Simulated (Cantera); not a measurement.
Cantera run:

```python
import numpy as np
import cantera as ct

gas_names = """
    H HNO HNO2 HNO3 HO2 H2 H2O H2O2 N NH NH2 NH3 NH2OH NO NO2 NO3 N2 N2H2 N2H4 N2O O OH O2 O3 Zr ZrN ZrO
    ZrO2
""".split()
cond_names = """
    H2O(s) H2O(L) Zr(a) Zr(b) Zr(L) ZrN(s) ZrN(L) ZrO2(a) ZrO2(b) ZrO2(L)
""".split()


# ... load() reads the species with a 1 bar reference pressure and builds the phases ...
atoms = {
    'ZrO2': {'Zr': 1, 'O': 2},
    'H2': {'H': 2},
    'N2': {'N': 2},
}
top_T = {}  # K; cautious upper limits of use, not melting points


# ... equilibrate(T, P, feed) seeds the gas with the atoms and calls Mixture.equilibrate('TP', solver="vcs", rtol=1e-11, max_steps=5000) ...
results = []
feed = {'ZrO2': 1, 'H2': 770, 'N2': 3.3}  # mol
T = 1800  # K
P = 56000  # Pa
mix = equilibrate(T, P, feed)
results.append((T, P, feed, dict(zip(mix.species_names, mix.species_moles))))
x = sorted(zip(gas.X, gas.species_names), reverse=True)
print(f"T = {T:g} K  P = {P:g} Pa  gas = {mix.phase_moles(0):.4g} mol")
print("   x: " + "  ".join(f"{s} {v:.3e}" for v, s in x if v > 1e-05))
print("   condensed (mol): " + ("  ".join(f"{mix.phase(i).name} {mix.phase_moles(i):.4g}"
      for i in range(1, mix.n_phases) if mix.phase_moles(i) > 1e-12) or "none"))
```

It prints:

```
T = 1800 K  P = 56000 Pa  gas = 773.5 mol
   x: H2 9.952e-01  N2 4.259e-03  H 4.773e-04  H2O 2.685e-05
   condensed (mol): ZrN(s) 0.01038  ZrO2(b) 0.9896
```

Equilibrium computed with Cantera from the NASA thermochemical tables; the gas is ideal and each condensed phase is pure. Mutual solubility and eutectic melting of coexisting phases are not modelled. ZrN: taken at fixed stoichiometry. Condensed phases not in the tables: solid solutions among these carbides, nitrides and lower oxides.
